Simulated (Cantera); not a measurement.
Carbon deposition, reforming and gasification: CH4 + H2O + N2

Charge: 1 mol CH4, 0.12 mol H2O, 21 mol N2, held at 31.0 Pa.

These are equilibrium values from Cantera (NASA tables, ideal gas, pure condensed phases), not measurements of a reactor. Candidate condensed phases: C, C6H6, C7H8, C8H18, H2O; 136 gas species. Rates play no part.

From 1025 K to 1825 K the condensed part is C(graphite). The main C-bearing gas is CO throughout.

```json
[
 {"T (K)": "1025", "x N2": "0.904", "x H2": "0.0912", "x H": "7.47e-8", "x CO": "0.00516", "n C(graphite)": "0.880"},
 {"T (K)": "1125", "x N2": "0.904", "x H2": "0.0912", "x H": "7.62e-7", "x CO": "0.00516", "n C(graphite)": "0.880"},
 {"T (K)": "1225", "x N2": "0.904", "x H2": "0.0912", "x H": "5.35e-6", "x CO": "0.00516", "n C(graphite)": "0.879"},
 {"T (K)": "1325", "x N2": "0.904", "x H2": "0.0912", "x H": "2.80e-5", "x CO": "0.00516", "n C(graphite)": "0.878"},
 {"T (K)": "1425", "x N2": "0.903", "x H2": "0.0911", "x H": "0.000117", "x CO": "0.00516", "n C(graphite)": "0.876"},
 {"T (K)": "1525", "x N2": "0.903", "x H2": "0.0908", "x H": "0.000405", "x CO": "0.00516", "n C(graphite)": "0.871"},
 {"T (K)": "1625", "x N2": "0.903", "x H2": "0.0902", "x H": "0.00120", "x CO": "0.00516", "n C(graphite)": "0.864"},
 {"T (K)": "1725", "x N2": "0.902", "x H2": "0.0889", "x H": "0.00314", "x CO": "0.00516", "n C(graphite)": "0.851"},
 {"T (K)": "1825", "x N2": "0.899", "x H2": "0.0862", "x H": "0.00734", "x CO": "0.00514", "n C(graphite)": "0.832"}
]
```
x: gas mole fraction; n: condensed amount in mol.
